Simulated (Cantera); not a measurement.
Input (Python, Cantera) and output of one run.

```python
import numpy as np
import cantera as ct

gas_names = """
    C CN CO CO2 C2 CCN CNC C2N2 C2O C3 C3O2 C4 C4N2 C5 N NCO NO NO2 NO3 N2 N2O O O2 O3 Si SiC SiC2 SiN
    SiO SiO2 Si2 Si2C Si2N Si3
""".split()
cond_names = """
    C(gr) Si(cr) Si(L) SiC(b) SiO2(Lqz) SiO2(hqz) SiO2(L) Si2N2O(s) Si3N4(a)
""".split()


def load(file, names, dense=False):
    # The tables refer to 1 bar. Condensed volumes are neglected.
    table = {s.name: s for s in ct.Species.list_from_file(file)}
    out = []
    for n in names:
        d = dict(table[n].input_data)
        d["thermo"] = dict(d["thermo"], **{"reference-pressure": 1e5})
        if dense:
            d["equation-of-state"] = {"model": "constant-volume", "density": "1e6 g/cm^3"}
        out.append(ct.Species.from_dict(d))
    return out


gas = ct.Solution(thermo="ideal-gas", species=load("nasa_gas.yaml", gas_names))
cond = {s.name: ct.Solution(thermo="fixed-stoichiometry", species=[s], name=s.name)
        for s in load("nasa_condensed.yaml", cond_names, dense=True)}
atoms = {
    'Si': {'Si': 1},
    'CO2': {'C': 1, 'O': 2},
    'N2': {'N': 2},
}
top_T = {'C(gr)': 4500, 'SiC(b)': 3050, 'Si2N2O(s)': 2100, 'Si3N4(a)': 2400}  # K; cautious upper limits of use, not melting points


def equilibrate(T, P, feed):
    n = {}
    for name, mol in feed.items():
        for a, k in atoms[name].items():
            n[a] = n.get(a, 0.0) + k * mol
    gas.TPX = T, P, n
    mass = sum(n.values()) * gas.mean_molecular_weight
    gas.equilibrate("TP")
    valid = [c for c in cond.values() if c.min_temp <= T <= top_T.get(c.name, c.max_temp)]
    mix = ct.Mixture([(gas, mass / gas.mean_molecular_weight)] + [(c, 0.0) for c in valid])
    mix.T, mix.P = T, P
    mix.equilibrate("TP", solver="vcs", rtol=1e-11, max_steps=5000)
    return mix


results = []
feed = {'Si': 1, 'CO2': 14, 'N2': 21}  # mol
P = 40000  # Pa
for T in [775, 975, 1175, 1375, 1575, 1775, 1975]:
    mix = equilibrate(T, P, feed)
    results.append((T, P, feed, dict(zip(mix.species_names, mix.species_moles))))
    x = sorted(zip(gas.X, gas.species_names), reverse=True)
    print(f"T = {T:g} K  P = {P:g} Pa  gas = {mix.phase_moles(0):.4g} mol")
    print("   x: " + "  ".join(f"{s} {v:.3e}" for v, s in x if v > 0.001))
    print("   condensed (mol): " + ("  ".join(f"{mix.phase(i).name} {mix.phase_moles(i):.4g}"
          for i in range(1, mix.n_phases) if mix.phase_moles(i) > 1e-12) or "none"))
```

Result:

```
T = 775 K  P = 40000 Pa  gas = 35 mol
   x: N2 6.000e-01  CO2 3.429e-01  CO 5.714e-02
   condensed (mol): SiO2(Lqz) 1
T = 975 K  P = 40000 Pa  gas = 35 mol
   x: N2 6.000e-01  CO2 3.429e-01  CO 5.714e-02
   condensed (mol): SiO2(hqz) 1
T = 1175 K  P = 40000 Pa  gas = 35 mol
   x: N2 6.000e-01  CO2 3.429e-01  CO 5.714e-02
   condensed (mol): SiO2(hqz) 1
T = 1375 K  P = 40000 Pa  gas = 35 mol
   x: N2 6.000e-01  CO2 3.429e-01  CO 5.714e-02
   condensed (mol): SiO2(hqz) 1
T = 1575 K  P = 40000 Pa  gas = 35 mol
   x: N2 6.000e-01  CO2 3.429e-01  CO 5.714e-02
   condensed (mol): SiO2(hqz) 1
T = 1775 K  P = 40000 Pa  gas = 35 mol
   x: N2 6.000e-01  CO2 3.428e-01  CO 5.716e-02
   condensed (mol): SiO2(L) 1
T = 1975 K  P = 40000 Pa  gas = 35.01 mol
   x: N2 5.998e-01  CO2 3.424e-01  CO 5.748e-02
   condensed (mol): SiO2(L) 0.9998
```

Cantera equilibrium calculation (NASA polynomials, part measured and part estimated; ideal gas, pure solids and liquids). The tables hold silica as quartz up to 1696 K and as liquid above; real silica turns to tridymite and cristobalite and melts near 1996 K.
